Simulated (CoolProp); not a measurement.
The fluid at 306.3 K and 0.642 MPa flows at 1.7 m/s in a round tube of 50 mm bore and 1.5 µm roughness, fully developed (64/Re and Nu = 3.66 if laminar; Colebrook and Gnielinski if turbulent). The same conditions are run with several fluids, on thermodynamics alone (safety and materials aside).

Computed with CoolProp (reference Helmholtz-energy equation of state of each fluid (R410A: Lemmon 2003; R22: Kamei 1995; R13: Platzer 1990; dry air: Lemmon 2000; R404A: Lemmon 2003)). The equations of Platzer and Polt are older, rougher fits. Blends and air are pseudo-pure fits.

### Question
Rank R410A, R22, R13, dry air, R404A by Reynolds number, highest first.

### Answer
R404A (184000), R13 (160000), R22 (143000), R410A (126000), dry air (32900)

| fluid | Darcy friction factor | pressure drop (Pa/m) | heat-transfer coefficient (W/(m² K)) | mass flow (kg/h) |
|---|---|---|---|---|
| R410A | 0.0173 | 9.96 | 71.5 | 239 |
| R22 | 0.0169 | 11.7 | 67.6 | 288 |
| R13 | 0.0166 | 13.3 | 73.5 | 335 |
| dry air | 0.0231 | 4.88 | 41.0 | 87.9 |
| R404A | 0.0161 | 12.8 | 97.5 | 330 |

Transport values come from each fluid's own correlations; those of R22, R13 are estimates that may be off by 10 % or more.
